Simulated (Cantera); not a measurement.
An adiabatic, constant-volume homogeneous reactor starts with 8.25 % CO, 0.313 % H₂, 5.11 % CH₄, 18.1 % O₂, 68.2 % N₂, at 1448 K and 1000000 Pa.

Detailed kinetics in Cantera: GRI-Mech 3.0 (53 species, 325 reactions).

**Question.** Predict: time of steepest temperature rise; temperature at 6.00 s; equilibrium temperature; x(CO) at 6.00 s; x(H₂) at 6.00 s; x(HO₂) at 6.00 s; x(NO₂) at 6.00 s.

**Answer.** 
```json
{
  "time_of_steepest_temperature_rise": "0.197 ms",
  "temperature at 6.00 s": "2982 K",
  "equilibrium_temperature": "2982 K",
  "x(CO) at 6.00 s": "0.0346 (gas-phase equilibrium 0.0346)",
  "x(H₂) at 6.00 s": "0.00436 (gas-phase equilibrium 0.00436)",
  "x(HO₂) at 6.00 s": "2.47e-5 (gas-phase equilibrium 2.47e-5)",
  "x(NO₂) at 6.00 s": "2.24e-5 (gas-phase equilibrium 2.24e-5)"
}
```
